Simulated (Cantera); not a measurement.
A perfectly stirred reactor is fed with CO : O₂ : H₂O : N₂ = 0.013 : 0.014 : 0.0001 : 1 (molar parts), equivalence ratio 0.46, at 500000 Pa; it is held at 1048 K, and followed from long to short residence time.

Model: GRI-Mech 3.0 (53 species, 325 reactions), integrated in Cantera.

Task: What does this change do: temperature 1048 to 1100 K?

Result: 
| quantity | before | after |
|---|---|---|
| x(CO) at τ = 5.50 s | 0.00969 | 0.00562 |
| x(O₂) at τ = 5.50 s | 0.0122 | 0.0101 |
| x(H₂O) at τ = 5.50 s | 9.69e-5 | 9.68e-5 |
| x(N₂O) at τ = 5.50 s | 4.19e-7 | 1.63e-6 |
| x(HO₂) at τ = 5.50 s | 2.07e-7 | 4.20e-7 |
| x(CO) at τ = 14.0 ms | 0.0127 | 0.0127 |
| x(O₂) at τ = 14.0 ms | 0.0136 | 0.0136 |
| x(H₂O) at τ = 14.0 ms | 9.74e-5 | 9.74e-5 |
| x(N₂O) at τ = 14.0 ms | 5.78e-11 | 3.29e-10 |
| x(HO₂) at τ = 14.0 ms | 8.29e-10 | 5.05e-9 |

Task: What does this change do: temperature 1048 to 1298 K?

Result: 
```json
[
 {"quantity": "x(CO) at τ = 5.50 s", "before": "0.00969", "after": "0.000186"},
 {"quantity": "x(O₂) at τ = 5.50 s", "before": "0.0122", "after": "0.00743"},
 {"quantity": "x(H₂O) at τ = 5.50 s", "before": "9.69e-5", "after": "9.74e-5"},
 {"quantity": "x(N₂O) at τ = 5.50 s", "before": "4.19e-7", "after": "2.89e-6"},
 {"quantity": "x(HO₂) at τ = 5.50 s", "before": "2.07e-7", "after": "2.17e-7"},
 {"quantity": "x(CO) at τ = 14.0 ms", "before": "0.0127", "after": "0.00888"},
 {"quantity": "x(O₂) at τ = 14.0 ms", "before": "0.0136", "after": "0.0117"},
 {"quantity": "x(H₂O) at τ = 14.0 ms", "before": "9.74e-5", "after": "9.37e-5"},
 {"quantity": "x(N₂O) at τ = 14.0 ms", "before": "5.78e-11", "after": "3.47e-6"},
 {"quantity": "x(HO₂) at τ = 14.0 ms", "before": "8.29e-10", "after": "1.89e-6"}
]
```
